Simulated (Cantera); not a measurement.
A perfectly stirred reactor is fed with CH₄ : H₂ : O₂ : N₂ = 0.011 : 1 : 0.0055 : 0.0017 (molar parts), equivalence ratio 95, at 12.8 Torr; it is held at 2348 K, and followed from long to short residence time.

Detailed kinetics in Cantera: GRI-Mech 3.0 (53 species, 325 reactions). Radical loss at walls, strong at low pressure, is not modelled.

Predict: x(CH₄) at τ = 2.50 s; x(H₂) at τ = 2.50 s; x(O₂) at τ = 2.50 s; x(CH₂) at τ = 2.50 s; x(CO) at τ = 2.50 s; x(CH₄) at τ = 63.0 ms; x(H₂) at τ = 63.0 ms; x(O₂) at τ = 63.0 ms; x(CH₂) at τ = 63.0 ms; x(CO) at τ = 63.0 ms.


| Item | Result |
|---|---|
| x(CH₄) at τ = 2.50 s | 2.65e-5 |
| x(H₂) at τ = 2.50 s | 0.912 |
| x(O₂) at τ = 2.50 s | 8.29e-8 |
| x(CH₂) at τ = 2.50 s | 5.07e-6 |
| x(CO) at τ = 2.50 s | 0.00931 |
| x(CH₄) at τ = 63.0 ms | 0.000820 |
| x(H₂) at τ = 63.0 ms | 0.953 |
| x(O₂) at τ = 63.0 ms | 8.17e-6 |
| x(CH₂) at τ = 63.0 ms | 2.32e-5 |
| x(CO) at τ = 63.0 ms | 0.00308 |
